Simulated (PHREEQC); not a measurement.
A PHREEQC input (ion-association model, phreeqc.dat):

```
SOLUTION 1
  temp 298.15
  units mg/L
  pH 6.3
  pe 12.6
  Na 26.9
  K 15
  Ca 33.2
  Mg 7.37
  Cl 43.3
  S(6) 6.26 as SO4
  Alkalinity 151 as HCO3
  Cd 1.7
  Zn 0.0315
END
USE solution 1
EQUILIBRIUM_PHASES 1
  Quartz 0 0.5
  CO2(g) -3.4 10
END
```

It stops with these messages:

```
WARNING: Maximum iterations exceeded, 100
WARNING: Maximum iterations exceeded, 100
WARNING: The program has failed to converge to a numerical solution.
ERROR:           Alkalinity has not converged. Total: 2.475340e-03	Calculated: -3.551651e-06	Residual: 2.478892e-03
ERROR: Is non-carbonate alkalinity greater than total alkalinity?
ERROR:                   Ca has not converged. Total: 8.285793e-04	Calculated: 1.969599e-06	Residual: 8.266097e-04
ERROR:                   Cd has not converged. Total: 1.512886e-05	Calculated: 1.477609e-06	Residual: 1.365125e-05
ERROR:                   Cl has not converged. Total: 1.221683e-03	Calculated: 1.317170e-03	Residual: -9.548704e-05
ERROR:                    K has not converged. Total: 3.837214e-04	Calculated: 4.140317e-04	Residual: -3.031034e-05
ERROR:                   Mg has not converged. Total: 3.032288e-04	Calculated: 3.997604e-05	Residual: 2.632528e-04
ERROR:                   Na has not converged. Total: 1.170417e-03	Calculated: 2.433327e-04	Residual: 9.270847e-04
ERROR:                 S(6) has not converged. Total: 6.518345e-05	Calculated: 2.531774e-05	Residual: 3.986571e-05
ERROR:                   Zn has not converged. Total: 4.820097e-07	Calculated: 9.102922e-09	Residual: 4.729068e-07
ERROR:               A(H2O) Activity of water has not converged. 	Residual: 1.600003e+01
ERROR: Model failed to converge for initial solution  1.
```

What went wrong, and how is it mended?

The fault: the temperature typed in kelvin. The line should read `temp 25` where the input has `temp 298.15`. With the mend the run ends at pH 8.54 and ionic strength 0.00489 mol/kgw.
